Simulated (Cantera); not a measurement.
Standard-state values (1 bar) from the NASA 1993 polynomials, evaluated with Cantera. Values are per mole of reaction as written; species without (g) are pure solids or liquids, kept so even where they would boil at 1 bar.

Question: Between 575 and 1025 K, where is each reaction favourable under standard conditions?
- Pb + 2 OH(g) → PbO(g) + H2O(g)

Answer: 
- Pb + 2 OH(g) → PbO(g) + H2O(g): ΔG° is -246 kJ at 575 K and -234 kJ at 1025 K; it stays negative (K > 1). ΔH° is -267 kJ and ΔS° -32 J/K at 1025 K.
